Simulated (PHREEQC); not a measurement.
Consider water at 45 °C with 4.4 mmol/kgw FeCl3, 3.9 mmol/kgw NaHCO3 and 7.4 mmol/kgw NaCl. Closed to the air; pH follows from the charge balance.

Computed with PHREEQC (ion-association model, phreeqc.dat).

```
quantity                   before    after
------------------------  -------  -------
pH                           2.99     2.76
ionic strength (mol/kgw)   0.0256   0.0238
HCO3- (mol/kgw)           2.27e-6  1.22e-6
(CO2)2 (mol/kgw)          5.05e-7  1.06e-6
NaHCO3 (mol/kgw)          9.49e-9  4.30e-9
SI of Halite (NaCl)         -5.36    -5.39
```

Task: Name the change that produced these shifts.
A. FeCl3 left out
B. NaCl left out
C. temperature from 45 to 80 °C
D. NaHCO3 from 0.0039 to 0.00351 mol/kgw

Result: C, temperature from 45 to 80 °C

Precipitation was switched off in this run. Some of these states are supersaturated (in Hematite (slow to form), Goethite (slow to form), for instance). Away from 25 °C the constants follow the database's enthalpies or fits; those with neither stay at their 25 °C values.
